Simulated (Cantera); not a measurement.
An isothermal, constant-pressure homogeneous reactor starts with N2O : H2 : N2 = 1 : 0.0059 : 1 (molar parts), at 1325 K and 143 Torr.

Model: GRI-Mech 3.0 (53 species, 325 reactions), integrated in Cantera. GRI-Mech 3.0 was tuned for natural gas; its chemistry of N2O as a main component is partial and can be far from experiment. The mechanism lacks the step 2 NO + O2 → 2 NO2, which can matter for NO2 below about 1400 K. The temperature is held fixed by assumption; the heat of reaction is taken as removed at once.

x: mole fraction; the columns are a selection and need not sum to one.

```csv
t (s),x N2O,x H2,x NO2,x N2,x H
1.00e-6,0.499,0.00294,<1e-12,0.499,5.55e-10
2.90e-6,0.499,0.00294,<1e-12,0.499,…
8.42e-6,0.499,0.00294,<1e-12,0.499,…
2.44e-5,0.499,0.00294,<1e-12,0.499,…
7.09e-5,0.498,0.00294,1.34e-11,0.499,…
0.000206,0.498,0.00292,1.52e-9,0.499,…
0.000597,0.498,0.00277,1.16e-7,0.499,…
0.00173,0.497,0.00211,2.53e-6,0.500,…
0.00503,0.493,0.000928,1.68e-5,0.502,…
0.0146,0.487,0.000174,6.26e-5,0.506,…
0.0423,0.470,6.59e-6,0.000108,0.515,…
0.123,0.426,3.48e-8,0.000130,0.539,…
0.356,0.324,3.34e-8,0.000130,0.594,…
1.03,0.156,3.66e-8,0.000115,0.685,…
3.00,0.0272,2.65e-8,0.000105,0.756,…
```

Task: What belongs in the gaps?

Result: 
- 2.90e-6, x H: 3.97e-9
- 8.42e-6, x H: 2.25e-8
- 2.44e-5, x H: 9.15e-8
- 7.09e-5, x H: 2.98e-7
- 0.000206, x H: 8.50e-7
- 0.000597, x H: 1.92e-6
- 0.00173, x H: 2.21e-6
- 0.00503, x H: 8.31e-7
- 0.0146, x H: 1.12e-7
- 0.0423, x H: 1.56e-8
- 0.123, x H: 1.39e-8
- 0.356, x H: 1.57e-8
- 1.03, x H: 1.79e-8
- 3.00, x H: 1.02e-8
